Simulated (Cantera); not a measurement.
Charge: 1 mol Ni, 0.0079 mol H2S, 63 mol N2, at 0.0133 bar.

Method: chemical equilibrium by Gibbs-energy minimisation in Cantera with the NASA 1993 tables (ideal gas, pure condensed phases). Candidate condensed phases: Ni, NiS, NiS2, Ni3S2, Ni3S4, S; 17 gas species. Equilibrium is a limit: real reactors are often held back by kinetics, nucleation or transport. All values below are at 1700 K.

Base state: N2 1.000, Ni 0.000202, H2 0.000117, S2 4.75e-5, S 1.89e-5, H 1.38e-5 (mole fractions); condensed: Ni(s).

### Question
What changes in the equilibrium state with this change: Ni replaced by Pb?

### Answer
| species | before | after |
|---|---|---|
| N2 | 1.000 | 0.984 |
| Pb | 0 | 0.0155 |
| PbS | 0 | 0.000119 |
| Ni | 0.000202 | 0 |
| S2 | 4.75e-5 | 9.07e-7 |
| S | 1.89e-5 | 2.61e-6 |
| H2 | 0.000117 | 0.000116 |
| H | 1.38e-5 | 1.38e-5 |
| Ni(s), mol | 0.987 | 0 |
Further candidate phases: Pb, PbS.
